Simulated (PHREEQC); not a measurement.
A column of 0.5 m (30 cells, dispersivity 0.04 m, 3600 s a shift, diffusion coefficient 3e-10 m²/s) holds 0.027 eq of the database's cation exchanger X per kg of pore water, first in equilibrium with 0.016 mol ZnCl2, 0.00046 mol SrCl2, 0.00014 mol PbCl2 and 1e-05 mol HCl per kg of water. It is flushed with 0.001 mol MgCl2, 0.0067 mol CaCl2 and 1e-05 mol HCl per kg of water, at 15 °C. Values are for the last cell. No CO2 enters from the air. No solid was allowed to form.

Base run: PHREEQC, ion-association model, phreeqc.dat. Each further column changes one thing. The table gives Ca in solution (mol/kgw).

```
pore volumes      base  exchange capacity from 0.027 to 0.013 eq/kgw  dispersivity from 0.04 to 0.08 m
------------  --------  --------------------------------------------  --------------------------------
0                    0                                             0                                 0
0.6167         1.95e-5                                      0.000141                          0.000141
1.017         0.000259                                       0.00107                          0.000692
1.617          0.00111                                       0.00295                           0.00176
2.217          0.00243                                       0.00466                           0.00288
2.817          0.00378                                       0.00574                           0.00391
3.217          0.00453                                       0.00615                           0.00448
3.817          0.00537                                       0.00647                           0.00515
4.417          0.00591                                       0.00661                           0.00564
5.017          0.00624                                       0.00666                           0.00598
5.417          0.00639                                       0.00668                           0.00615
6.017          0.00652                                       0.00669                           0.00633
```
